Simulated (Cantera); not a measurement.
An isothermal, constant-pressure homogeneous reactor starts with CH₄ : H₂O = 1 : 1.9 (molar parts), at 1723 K and 1.48 atm.

Computed with Cantera and GRI-Mech 3.0 (53 species, 325 reactions).

x: mole fraction; the columns are a selection and need not sum to one.

```csv
t (s),x CH₄,x H₂O,x H,x CO₂,x HO₂,x OH,x C₂H₄
0.000400,0.306,0.643,1.54e-5,1.82e-6,1.14e-12,1.09e-5,0.00887
0.00142,0.232,0.603,3.53e-5,4.12e-5,<1e-12,8.91e-6,0.00850
0.00503,0.138,0.547,5.96e-5,0.000435,<1e-12,7.44e-6,0.00304
0.0178,0.0637,0.486,8.36e-5,0.00329,<1e-12,6.54e-6,0.00223
0.0632,[?],[?],[?],[?],<1e-12,[?],[?]
0.224,0.0241,0.299,0.000109,0.0174,<1e-12,3.48e-6,0.00130
0.795,[?],[?],0.000115,0.0166,<1e-12,[?],[?]
2.82,0.00304,0.174,0.000118,0.0149,<1e-12,1.81e-6,2.40e-5
10.0,8.93e-5,0.169,0.000119,0.0146,<1e-12,1.75e-6,1.93e-8
```

Question: Some entries are withheld; supply them.

Answer: 
- 0.0632, x CH₄: 0.0345
- 0.0632, x H₂O: 0.404
- 0.0632, x H: 0.000100
- 0.0632, x CO₂: 0.0116
- 0.0632, x OH: 5.22e-6
- 0.0632, x C₂H₄: 0.00205
- 0.795, x CH₄: 0.0125
- 0.795, x H₂O: 0.212
- 0.795, x OH: 2.28e-6
- 0.795, x C₂H₄: 0.000406
